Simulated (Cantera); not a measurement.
A closed system holds: 1 mol Si2H6, 4 mol NO, at 263 Torr.

Cantera equilibrium calculation (NASA polynomials, part measured and part estimated; ideal gas, pure solids and liquids). Candidate condensed phases: H2O, Si, SiO2, Si2N2O, Si3N4; 35 gas species. The feed counts by its element totals alone. Kinetics and transport are ignored.

### Question
At 948 K, list the 4 most abundant gas species with their mole fractions, and the condensed phases.

### Answer
H2 0.600, N2 0.400, NH3 8.61e-5, H2O 3.53e-5. Condensed: SiO2(β-quartz).
